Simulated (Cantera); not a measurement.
Cantera run:

```python
import numpy as np
import cantera as ct

gas_names = """
    CL CL2 H HCL H2 Si SiCL SiCL2 SiCL3 SiCL4 SiH SiHCL3 SiH2 SiH2CL2 SiH3 SiH3CL SiH4 Si2 Si3
""".split()
cond_names = """
    Si(cr) Si(L)
""".split()


# ... load() reads the species with a 1 bar reference pressure and builds the phases ...
atoms = {
    'SiCl4': {'Si': 1, 'CL': 4},
    'HCl': {'H': 1, 'CL': 1},
    'H2': {'H': 2},
}
top_T = {}  # K; cautious upper limits of use, not melting points


# ... equilibrate(T, P, feed) seeds the gas with the atoms and calls Mixture.equilibrate('TP', solver="vcs", rtol=1e-11, max_steps=5000) ...
results = []
feed = {'SiCl4': 1, 'HCl': 2.5, 'H2': 2.4}  # mol
T = 1023.15  # K
P = 15000  # Pa
mix = equilibrate(T, P, feed)
results.append((T, P, feed, dict(zip(mix.species_names, mix.species_moles))))
print(gas.report(threshold=1e-06))
for i in range(1, mix.n_phases):
    print(f"{mix.phase(i).name:16s} {mix.phase_moles(i):12.5e} mol")
```

It prints:

```
       temperature   1023.1 K
          pressure   15000 Pa
           density   0.079452 kg/m^3
  mean mol. weight   45.059 kg/kmol
   phase of matter   gas

                          1 kg             1 kmol
                     ---------------   ---------------
          enthalpy       -2.6824e+06       -1.2087e+08  J
   internal energy       -2.8712e+06       -1.2938e+08  J
           entropy            5863.3         2.642e+05  J/K
    Gibbs function       -8.6815e+06       -3.9118e+08  J
 heat capacity c_p            970.65             43737  J/K
 heat capacity c_v            786.12             35422  J/K

                      mass frac. Y      mole frac. X     chem. pot. / RT
                     ---------------   ---------------   ---------------
               HCL           0.34403           0.42519           -37.939
                H2          0.018135           0.40533           -20.363
             SiCL2        4.5235e-06        2.0591e-06           -72.088
             SiCL3          0.000382        0.00012804           -99.846
             SiCL4           0.63337           0.16799            -127.6
            SiHCL3         0.0040784         0.0013568           -110.03
           SiH2CL2        2.7199e-06        1.2134e-06           -92.451
     [  +12 minor]        5.7991e-09        1.3741e-08

Si(cr)            0.00000e+00 mol
```

Cantera equilibrium calculation (NASA polynomials, part measured and part estimated; ideal gas, pure solids and liquids). The tables' values for SiCl3 are old estimates; treat these amounts as uncertain.
